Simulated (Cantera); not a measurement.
Input: 1 mol (CH3)2SiCl2, 0.012 mol C2H2, 7.2 mol H2, held at 2073.15 K and 0.00133 bar.

Method: chemical equilibrium by Gibbs-energy minimisation in Cantera with the NASA 1993 tables (ideal gas, pure condensed phases). Candidate condensed phases: C, C6H6, C7H8, C8H18, Si, SiC; 109 gas species. The feed counts by its element totals alone. The tables' values for SiCl are old estimates; treat these amounts as uncertain. Equilibrium is a limit: real reactors are often held back by kinetics, nucleation or transport.

Base state: H2 0.764, HCl 0.151, H 0.0630, Cl 0.00922, Si 0.00533, SiCl2 0.00471, C2H2 (acetylene) 0.000937, SiCl 0.000713 (mole fractions); condensed: C(graphite) + SiC(s).

What changes in the equilibrium state with this change: pressure from 0.00133 bar to 0.00280 bar?


```json
[
 {"species": "H2", "before": "0.764", "after": "0.784"},
 {"species": "HCl", "before": "0.151", "after": "0.157"},
 {"species": "H", "before": "0.0630", "after": "0.0440"},
 {"species": "SiCl2", "before": "0.00471", "after": "0.00490"},
 {"species": "Si", "before": "0.00533", "after": "0.00254"},
 {"species": "Si2C", "before": "0.000197", "after": "9.36e-5"},
 {"species": "SiC2", "before": "0.000306", "after": "0.000146"},
 {"species": "C(graphite), mol", "before": "1.13", "after": "1.09"},
 {"species": "SiC(s), mol", "before": "0.864", "after": "0.903"}
]
```

What changes in the equilibrium state with this change: temperature from 2073.15 K to 2325 K?


| species | before | after |
|---|---|---|
| H2 | 0.764 | 0.564 |
| H | 0.0630 | 0.226 |
| HCl | 0.151 | 0.106 |
| Si | 0.00533 | 0.0546 |
| Cl | 0.00922 | 0.0307 |
| C3 | 1.18e-7 | 1.98e-5 |
| C2H | 1.84e-6 | 5.32e-5 |
| SiC2 | 0.000306 | 0.00822 |
| Si2 | 4.66e-6 | 6.92e-5 |
| Si2C | 0.000197 | 0.00196 |
| C(graphite), mol | 1.13 | 1.69 |
| SiC(s), mol | 0.864 | 0 |
Gases not in the tables: Si2H6 and higher silanes.
